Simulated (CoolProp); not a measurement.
R410A along the isotherm 205 K: Z from the reference equation and from simpler models built on Tc = 344.5 K, pc = 4901 kPa, ω = 0.296; each cubic takes its own stable root.

The numbers come from the reference Helmholtz-energy equation of state, Lemmon 2003 in CoolProp. It is a pseudo-pure fit of the blend.

```csv
p (kPa),phase,reference
23.2,gas,0.9862
98,liquid,0.002978
201,liquid,0.006108
413,liquid,0.01255
849,liquid,0.02578
1740,liquid,0.05276
```

Q: How far does each simpler model (van der Waals, Soave-Redlich-Kwong) lie from the reference over these 6 states: mean and median of the absolute difference, and the worst?

A: 
- van der Waals: mean 8106.8 %, median 82.3 %, worst +32808.0 % at 205 K and 98 kPa
- Soave-Redlich-Kwong: mean 16.3 %, median 19.5 %, worst +19.5 % at 205 K and 98 kPa

At some of these states van der Waals gives the other phase, because its saturation line lies elsewhere.
